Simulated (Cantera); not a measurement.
Input: 1 mol CH3SiCl3, 0.058 mol C3H8, 160 mol H2, held at 1025 K and 39.0 Torr.

Equilibrium computed with Cantera from the NASA thermochemical tables; the gas is ideal and each condensed phase is pure. Candidate condensed phases: C, C6H6, C7H8, C8H18, Si, SiC; 109 gas species. The feed counts by its element totals alone. Kinetics and transport are ignored.

Base state: H2 0.981, HCl 0.0183, CH4 0.00110, SiCl4 2.00e-5 (mole fractions); condensed: SiC(s).

What changes in the equilibrium state with this change: CH3SiCl3 replaced by SiH2Cl2?


```csv
species,before,after
H2,0.981,0.990
HCl,0.0183,0.00825
SiHCl3,9.20e-6,0.000518
CH4,0.00110,1.81e-6
SiH2Cl2,4.70e-7,5.93e-5
SiCl2,9.83e-7,0.000123
SiCl3,9.69e-7,5.43e-5
SiCl4,2.00e-5,0.000502
"SiC(s), mol",0.995,0.174
"Si(s), mol",0,0.622
```
Mutual solubility and eutectic melting of coexisting phases are not modelled. The tables' values for SiCl3 are old estimates; treat these amounts as uncertain.
